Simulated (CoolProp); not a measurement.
Values from CoolProp's reference Helmholtz-energy equation of state, Rui 2013.

Q: Give the vapour pressure (kPa), liquid density (kg/m³), vapour density (kg/m³), liquid viscosity (µPa s) of saturated R236EA at 41.15, 53.05, 70.95 °C.

A: 
```tsv
T (°C)	p (kPa)	liquid density (kg/m³)	vapour density (kg/m³)	liquid viscosity (µPa s)
41.15	350	1370	22.7	308
53.05	497	1330	32.2	264
70.95	802	1260	52.4	210
```

Viscosity comes from a separate model (Huber 2003), an estimate that may be off by 10 % or more.
